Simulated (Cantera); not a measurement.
Input: 1 mol K2SO4, 0.29 mol CO2, held at 1300 °C.

These are equilibrium values from Cantera (NASA tables, ideal gas, pure condensed phases), not measurements of a reactor. Candidate condensed phases: C, K, KO2, K2CO3, K2O, K2O2, K2S, K2SO4, S; 26 gas species. Rates play no part.

x: gas mole fraction; n: condensed amount in mol.

| P (Pa) | x CO2 | x K | x SO2 | x O2 | x K2SO4 | n K2SO4(l) |
|---|---|---|---|---|---|---|
| 10 | 0.0683 | 0.463 | 0.232 | 0.231 | 0.00453 | 0 |
| 42 | 0.0974 | 0.377 | 0.189 | 0.188 | 0.148 | 0 |
| 180 | 0.522 | 0.137 | 0.0685 | 0.0687 | 0.203 | 0.849 |
| 750 | 0.884 | 0.0326 | 0.0163 | 0.0168 | 0.0487 | 0.979 |
| 3200 | 0.972 | ? | ? | ? | ? | 0.995 |
| 13000 | 0.992 | ? | ? | ? | ? | 0.999 |
| 56000 | 0.998 | 0.000323 | 0.000162 | 0.000555 | 0.000652 | 1.000 |
| 240000 | 0.999 | 5.75e-5 | 2.89e-5 | 0.000292 | 0.000152 | 1.000 |
| 1000000 | 0.999 | 1.02e-5 | 5.14e-6 | 0.000173 | 3.65e-5 | 1.000 |

What belongs in the gaps?


- 3200, x K: 0.00743
- 3200, x SO2: 0.00372
- 3200, x O2: 0.00429
- 3200, x K2SO4: 0.0114
- 13000, x K: 0.00168
- 13000, x SO2: 0.000843
- 13000, x O2: 0.00136
- 13000, x K2SO4: 0.00281
